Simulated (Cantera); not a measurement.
Charge: 1 mol SiC, 0.062 mol N2O, 1.9 mol H2, 0.18 mol CO2, at 4430 Torr.

These are equilibrium values from Cantera (NASA tables, ideal gas, pure condensed phases), not measurements of a reactor. Candidate condensed phases: C, C6H6, C7H8, C8H18, H2O, Si, SiC, SiO2, Si2N2O, Si3N4; 151 gas species. Mutual solubility and eutectic melting of coexisting phases are not modelled. The tables hold silica as quartz up to 1696 K and as liquid above; real silica turns to tridymite and cristobalite and melts near 1996 K. Kinetics and transport are ignored.

x: gas mole fraction; n: condensed amount in mol.

```
T (K)   x H2     x CH4      x CO     x SiO  n SiC(s)  n SiO2(β-quartz)  n Si2N2O(s)  n C(graphite)  n SiO2(condensed)
-----  -----  --------  --------  --------  --------  ----------------  -----------  -------------  -----------------
900    0.658     0.342  1.01e-10    <1e-12     0.696             0.180       0.0620            ___                  0
1000   0.713     0.287   2.12e-8  1.74e-12     0.696             0.180       0.0620            ___                  0
1100   0.848     0.152   5.85e-7  1.15e-10     0.696             0.180       0.0620            ___                  0
1200   0.921    0.0790   9.23e-6   3.73e-9     0.696             0.180       0.0620            ___                  0
1300   0.957    0.0425   9.44e-5   7.02e-8     0.696             0.180       0.0620          0.406                  0
1400   0.975    0.0242  0.000688   8.61e-7     0.697             0.179       0.0620          0.437                  0
1500   0.981    0.0146   0.00382   7.50e-6     0.700             0.176       0.0620          0.446                  0
1600   0.973   0.00913    0.0171   4.95e-5     0.713             0.164       0.0617          0.417                  0
1700   0.930   0.00558    0.0634  0.000259     0.762                 0       0.0604            ___              0.116
1800   0.852   0.00262     0.142   0.00124     0.859                 0       0.0569              0             0.0240
1900   0.847  0.000961     0.142   0.00634     0.859                 0       0.0551              0             0.0168
```

### Question
Fill in the missing entries.

### Answer

- 900, n C(graphite): 0
- 1000, n C(graphite): 0.0606
- 1100, n C(graphite): 0.233
- 1200, n C(graphite): 0.345
- 1700, n C(graphite): 0.278
